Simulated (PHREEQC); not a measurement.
Dissolve 2.3 mmol/kgw CO2 and 0.53 mmol/kgw Sr(NO3)2 at 70 °C. Closed to the air; pH follows from the charge balance.

Model: ion-association model, phreeqc.dat, run in PHREEQC.

```yaml
pH: 4.47
ionic_strength: 0.00162 mol/kgw
specific_conductance: 321 µS/cm
```

| species | molality | activity | log γ |
|---|---|---|---|
| CO2 | 0.00226 | 0.00227 | 0.000 |
| NO3- | 0.00106 | 0.00101 | -0.022 |
| Sr+2 | 0.000529 | 0.000436 | -0.084 |
| H+ | 3.55e-5 | 3.39e-5 | -0.020 |
| HCO3- | 3.44e-5 | 3.28e-5 | -0.021 |
| SrHCO3+ | 1.07e-6 | 1.02e-6 | -0.021 |
| (CO2)2 | 2.97e-7 | 2.98e-7 | 0.000 |
| OH- | 5.00e-9 | 4.76e-9 | -0.021 |

No solid was allowed to form. Complexes and solids missing from the database can't appear. Away from 25 °C the constants follow the database's enthalpies or fits; those with neither stay at their 25 °C values.
